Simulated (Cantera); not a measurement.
Input: 1 mol CS2, 0.02 mol O2, equilibrated at 7.30 bar.

Cantera equilibrium calculation (NASA polynomials, part measured and part estimated; ideal gas, pure solids and liquids). Candidate condensed phases: C, S; 22 gas species. Gases not in the tables: S3 to S7. Kinetics and transport are ignored.

log p: log10 of the partial pressure in bar; n: condensed amount in mol.

```json
[
 {"T (K)": "598", "log p CO2": "0.82", "log p CS2": "-1.86", "log p COS": "-0.21", "log p CS": "<-11", "log p S2": "-3.11", "log p S8": "-1.26", "log p CO": "-2.50", "n C(graphite)": "0.979", "n S(l)": "2.00"},
 {"T (K)": "748", "log p CO2": "0.45", "log p CS2": "-0.08", "log p COS": "0.50", "log p CS": "-10.90", "log p S2": "-1.15", "log p S8": "-0.45", "log p CO": "-1.16", "n C(graphite)": "0.969", "n S(l)": "1.97"},
 {"T (K)": "898", "log p CO2": "-2.56", "log p CS2": "0.79", "log p COS": "-0.57", "log p CS": "-7.88", "log p S2": "-0.15", "log p S8": "-1.11", "log p CO": "-1.66", "n C(graphite)": "0.116", "n S(l)": "0"},
 {"T (K)": "1048", "log p CO2": "-2.82", "log p CS2": "0.79", "log p COS": "-0.70", "log p CS": "-6.05", "log p S2": "-0.07", "log p S8": "-4.05", "log p CO": "-1.08", "n C(graphite)": "0.0925", "n S(l)": "0"},
 {"T (K)": "1198", "log p CO2": "-3.27", "log p CS2": "0.78", "log p COS": "-0.93", "log p CS": "-4.68", "log p S2": "-0.02", "log p S8": "-6.25", "log p CO": "-0.78", "n C(graphite)": "0.103", "n S(l)": "0"},
 {"T (K)": "1348", "log p CO2": "-3.84", "log p CS2": "0.78", "log p COS": "-1.22", "log p CS": "-3.63", "log p S2": "0.02", "log p S8": "-7.94", "log p CO": "-0.66", "n C(graphite)": "0.113", "n S(l)": "0"},
 {"T (K)": "1498", "log p CO2": "-4.38", "log p CS2": "0.77", "log p COS": "-1.49", "log p CS": "-2.78", "log p S2": "0.05", "log p S8": "-9.28", "log p CO": "-0.60", "n C(graphite)": "0.123", "n S(l)": "0"},
 {"T (K)": "1648", "log p CO2": "-4.85", "log p CS2": "0.76", "log p COS": "-1.73", "log p CS": "-2.10", "log p S2": "0.08", "log p S8": "-10.36", "log p CO": "-0.58", "n C(graphite)": "0.132", "n S(l)": "0"},
 {"T (K)": "1798", "log p CO2": "-5.26", "log p CS2": "0.76", "log p COS": "-1.94", "log p CS": "-1.53", "log p S2": "0.10", "log p S8": "<-11", "log p CO": "-0.57", "n C(graphite)": "0.139", "n S(l)": "0"},
 {"T (K)": "1948", "log p CO2": "(withheld)", "log p CS2": "0.75", "log p COS": "(withheld)", "log p CS": "(withheld)", "log p S2": "0.12", "log p S8": "<-11", "log p CO": "-0.57", "n C(graphite)": "0.142", "n S(l)": "0"},
 {"T (K)": "2098", "log p CO2": "-5.92", "log p CS2": "0.74", "log p COS": "-2.28", "log p CS": "-0.65", "log p S2": "0.13", "log p S8": "<-11", "log p CO": "-0.57", "n C(graphite)": "0.138", "n S(l)": "0"},
 {"T (K)": "2248", "log p CO2": "-6.19", "log p CS2": "0.72", "log p COS": "-2.42", "log p CS": "-0.31", "log p S2": "0.12", "log p S8": "<-11", "log p CO": "-0.57", "n C(graphite)": "0.121", "n S(l)": "0"},
 {"T (K)": "2398", "log p CO2": "(withheld)", "log p CS2": "0.68", "log p COS": "(withheld)", "log p CS": "(withheld)", "log p S2": "0.10", "log p S8": "<-11", "log p CO": "-0.59", "n C(graphite)": "(withheld)", "n S(l)": "0"},
 {"T (K)": "2548", "log p CO2": "-6.69", "log p CS2": "0.62", "log p COS": "-2.72", "log p CS": "0.23", "log p S2": "0.06", "log p S8": "<-11", "log p CO": "-0.61", "n C(graphite)": "0.0150", "n S(l)": "0"}
]
```

Question: Some entries are withheld; supply them.

Answer: 
- 2398, log p CO2: -6.44
- 2398, log p COS: -2.57
- 2398, log p CS: -0.02
- 2398, n C(graphite): 0.0833
- 1948, log p CO2: -5.61
- 1948, log p COS: -2.12
- 1948, log p CS: -1.05
